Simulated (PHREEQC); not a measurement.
0.11 g of hydrous ferric oxide (600 m²/g; 0.2 weak and 0.005 strong sites per Fe, Dzombak-Morel constants, diffuse double layer) in 1 kg of water with 0.005 mol/kgw of an inert sodium salt, at 25 °C; the pH is set by adding NaOH or the inert anion's acid. Oxygen is held at 0.21 atm. CO2 from the air is kept out. No solid was allowed to form.

All values are PHREEQC results (ion-association model, wateq4f.dat), not measurements.

| pH | surface charge σ (C/m²) | surface potential ψ (mV) |
|---|---|---|
| 4 | 0.183 | 194 |
| 4.5 | ___ | 177 |
| 5 | 0.090 | ___ |
| 5.5 | 0.060 | 137 |
| 6 | 0.038 | 114 |
| 6.5 | 0.023 | 89 |
| 7 | 0.013 | ___ |
| 7.5 | 0.006 | ___ |
| 8 | 0.001 | 6 |
| 8.5 | ___ | ___ |
| 9 | ___ | ___ |
| 9.5 | -0.018 | -77 |
| 10 | -0.030 | -103 |

Task: What belongs in the gaps?

Result: 
- 4.5, surface charge σ (C/m²): 0.131
- 5, surface potential ψ (mV): 158
- 7, surface potential ψ (mV): 62
- 7.5, surface potential ψ (mV): 34
- 8.5, surface charge σ (C/m²): -0.004
- 8.5, surface potential ψ (mV): -22
- 9, surface charge σ (C/m²): -0.009
- 9, surface potential ψ (mV): -50

Species that the database lacks are ignored.
